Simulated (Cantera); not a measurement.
Input: 1 mol MgO, 4.1 mol HCl, 32 mol N2, equilibrated at 0.00290 bar.

These are equilibrium values from Cantera (NASA tables, ideal gas, pure condensed phases), not measurements of a reactor. Candidate condensed phases: H2O, Mg, MgCl2, MgO, Mg(OH)2, NH4Cl; 38 gas species. Equilibrium is a limit: real reactors are often held back by kinetics, nucleation or transport.

x: gas mole fraction; n: condensed amount in mol.

```
T (K)   x N2   x HCl  x MgCl2    x H2O      x Cl  x H2       x H  n MgO(s)
-----  -----  ------  -------  -------  --------  ----  --------  --------
1225   0.886   0.109  0.00230  0.00230   8.34e-5     …   3.76e-8     0.917
1275   0.886   0.107  0.00298  0.00298  0.000146     …   1.17e-7     0.892
1325   0.886   0.106  0.00378  0.00378  0.000243     …   3.36e-7     0.864
1375   0.886   0.104  0.00468  0.00468  0.000391     …   8.91e-7     0.831
1425   0.886   0.102  0.00568  0.00568  0.000605     …   2.21e-6     0.795
1475   0.886  0.0991  0.00676  0.00676  0.000907     …   5.13e-6     0.756
1525   0.886  0.0963  0.00792  0.00791   0.00132     …   1.13e-5     0.714
1575   0.886  0.0933  0.00913  0.00912   0.00187     …   2.36e-5     0.670
1625   0.885  0.0901   0.0104   0.0103   0.00259     …   4.70e-5     0.625
1675   0.885  0.0866   0.0116   0.0116   0.00350     …   8.98e-5     0.580
1725   0.884  0.0830   0.0128   0.0128   0.00464     …  0.000165     0.535
```

### Question
Fill in the missing entries.

### Answer

- 1225, x H2: 4.23e-5
- 1275, x H2: 7.35e-5
- 1325, x H2: 0.000122
- 1375, x H2: 0.000196
- 1425, x H2: 0.000303
- 1475, x H2: 0.000454
- 1525, x H2: 0.000660
- 1575, x H2: 0.000934
- 1625, x H2: 0.00129
- 1675, x H2: 0.00174
- 1725, x H2: 0.00228
